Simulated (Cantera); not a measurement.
Gas mixture: 17.5 % H2O, 82.5 % H2, at 20.0 Torr, frozen composition.

Cantera's kinetic-theory transport with the Lennard-Jones parameters of GRI-Mech 3.0, ideal gas; thermal conductivity in the mixture-averaged form. Polar gases are described roughly by these parameters.

D: mixture-averaged diffusion coefficient of that species in the mixture.

| T (K) | ρ (kg/m³) | cp (J/kg/K) | μ (µPa s) | λ (mW/m/K) | Pr | D (cm²/s) CH3 | D (cm²/s) H | D (cm²/s) O |
|---|---|---|---|---|---|---|---|---|
| 400 | 0.00386 | 6269 | 13.2 | 158 | 0.523 | 34.0 | 123 | 51.5 |
| 650 | 0.00237 | 6364 | 19.7 | 231 | 0.542 | 79.5 | 284 | 119 |
| 900 | 0.00171 | 6595 | 25.6 | 304 | 0.557 | 139 | 492 | 206 |
| 1150 | 0.00134 | 6854 | 31.1 | 377 | 0.565 | 210 | 743 | 310 |
| 1400 | 0.00110 | 7145 | (withheld) | (withheld) | 0.574 | (withheld) | (withheld) | (withheld) |
| 1650 | 0.000935 | 7418 | 41.0 | 524 | 0.581 | 385 | 1360 | 566 |
| 1900 | 0.000812 | 7667 | (withheld) | (withheld) | 0.586 | (withheld) | (withheld) | (withheld) |
| 2150 | 0.000717 | 7886 | 49.8 | 665 | 0.590 | 598 | 2110 | 878 |

Problem. Some entries are withheld; supply them.

Solution. 
- 1400, μ (µPa s): 36.2
- 1400, λ (mW/m/K): 451
- 1400, D (cm²/s) CH3: 292
- 1400, D (cm²/s) H: 1030
- 1400, D (cm²/s) O: 431
- 1900, μ (µPa s): 45.5
- 1900, λ (mW/m/K): 595
- 1900, D (cm²/s) CH3: 487
- 1900, D (cm²/s) H: 1720
- 1900, D (cm²/s) O: 716
